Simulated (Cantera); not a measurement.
Feed: 1 mol Si3N4, 0.0041 mol Si, 1.3 mol H2, 0.38 mol C, equilibrated at 7.00e-5 bar.

These are equilibrium values from Cantera (NASA tables, ideal gas, pure condensed phases), not measurements of a reactor. Candidate condensed phases: C, C6H6, C7H8, C8H18, Si, SiC, Si3N4; 105 gas species. Gases not in the tables: Si2H6 and higher silanes. Rates play no part.

Q: Which condensed phases are stable at each of these points (T (°C)): 1700, 1750, 1800, 1850, 1900, 1950, 2000, 2050, 2100, 2150, 2200, 2250, 2300?

A: 
| T (°C) | condensed phases | Si condensed (%) |
|---|---|---|
| 1700 | SiC(s) | 10.6 |
| 1750 | SiC(s) | 9.9 |
| 1800 | SiC(s) | 8.7 |
| 1850 | SiC(s) | 5.0 |
| 1900 | gas only | 0.0 |
| 1950 | gas only | 0.0 |
| 2000 | gas only | 0.0 |
| 2050 | gas only | 0.0 |
| 2100 | gas only | 0.0 |
| 2150 | gas only | 0.0 |
| 2200 | gas only | 0.0 |
| 2250 | gas only | 0.0 |
| 2300 | gas only | 0.0 |

From 1700 °C to 1850 °C the condensed part is SiC(s). From 1900 °C to 2300 °C nothing is condensed.
